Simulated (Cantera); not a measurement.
# Adiabatic ignition

An adiabatic, constant-volume homogeneous reactor starts with CH4 : O2 : N2 = 1 : 1.25 : 9.88 (molar parts), at 1325 K and 5.00 bar.

Detailed kinetics in Cantera: GRI-Mech 3.0 (53 species, 325 reactions).

```
t (s)     T (K)  P (bar)     x CH4     x O2     x N2O      x NO    x C2H6
--------  -----  -------  --------  -------  --------  --------  --------
1.00e-5    1325     5.00    0.0824    0.103    <1e-12    <1e-12  3.93e-11
3.84e-5    1325     5.00    0.0824    0.103  3.27e-12    <1e-12   3.27e-9
0.000148   1325     5.00    0.0824    0.103  3.33e-11    <1e-12   4.93e-7
0.000567   1325     5.00    0.0823    0.103  1.96e-10    <1e-12   2.05e-5
0.00218    1330     5.02    0.0815    0.103   1.69e-9    <1e-12  0.000203
0.00837    2412     9.67  4.73e-11  4.69e-6   1.71e-8  0.000117    <1e-12
0.0321     2413     9.68  4.68e-11  4.71e-6   1.56e-8   9.19e-5    <1e-12
0.123      2413     9.68  4.68e-11  4.71e-6   1.56e-8   9.19e-5    <1e-12
0.474      2413     9.68  4.68e-11  4.71e-6   1.56e-8   9.19e-5    <1e-12
1.82       2413     9.68  4.68e-11  4.71e-6   1.56e-8   9.19e-5    <1e-12
7.00       2413     9.68  4.68e-11  4.71e-6   1.56e-8   9.19e-5    <1e-12
```
x: mole fraction; the columns are a selection and need not sum to one.

```
Property                                                               Value
---------------------------------  -----------------------------------------
time of steepest temperature rise                                    5.56 ms
temperature at 7.00 s                                                 2413 K
equilibrium temperature                                               2413 K
x(CH4) at 7.00 s                   4.68e-11 (gas-phase equilibrium 5.26e-11)
x(O2) at 7.00 s                      4.71e-6 (gas-phase equilibrium 4.71e-6)
x(N2O) at 7.00 s                     1.56e-8 (gas-phase equilibrium 1.56e-8)
```
